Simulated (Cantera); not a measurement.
Feed: 1 mol Si, 2.5 mol HBr, a varied amount of H2, held at 998 K and 1.70 mbar.

Cantera equilibrium calculation (NASA polynomials, part measured and part estimated; ideal gas, pure solids and liquids). Candidate condensed phases: Br2, Si; 19 gas species. The numbers say what is thermodynamically allowed, not how fast it happens.

Task: What share of the Si ends up in condensed phases as a function of n(H2) (mol), at 2.7, 3.2, 3.7, 4.4, 5.2, 6.2, 7.3, 8.7, 10, 12, 14, 17, 20?

Result: 
| n(H2) (mol) | Si condensed (%) | as |
|---|---|---|
| 2.7 | 45.3 | Si(s) |
| 3.2 | 46.1 | Si(s) |
| 3.7 | 46.9 | Si(s) |
| 4.4 | 48.0 | Si(s) |
| 5.2 | 49.2 | Si(s) |
| 6.2 | 50.6 | Si(s) |
| 7.3 | 52.1 | Si(s) |
| 8.7 | 53.9 | Si(s) |
| 10 | 55.5 | Si(s) |
| 12 | 57.8 | Si(s) |
| 14 | 59.9 | Si(s) |
| 17 | 62.9 | Si(s) |
| 20 | 65.6 | Si(s) |
